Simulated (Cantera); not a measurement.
A closed system holds: 1 mol Pb, 13 mol N2, 2.3 mol CO, held at 973 K and 100000 Pa.

Method: chemical equilibrium by Gibbs-energy minimisation in Cantera with the NASA 1993 tables (ideal gas, pure condensed phases). Candidate condensed phases: C, Pb, PbO, PbO2, Pb3O4; 27 gas species. The numbers say what is thermodynamically allowed, not how fast it happens.

Base state: N2 0.862, CO 0.122, CO2 0.0150 (mole fractions); condensed: C(graphite) + Pb(l).

Q: What changes in the equilibrium state with this change: pressure from 100000 Pa to 1330 Pa?

A: 
```json
[
 {"species": "N2", "before": "0.862", "after": "0.849"},
 {"species": "CO", "before": "0.122", "after": "0.150"},
 {"species": "Pb", "before": "8.75e-6", "after": "0.000656"},
 {"species": "CO2", "before": "0.0150", "after": "0.000300"},
 {"species": "C(graphite), mol", "before": "0.227", "after": "0.00459"},
 {"species": "Pb(l), mol", "before": "1.000", "after": "0.990"}
]
```
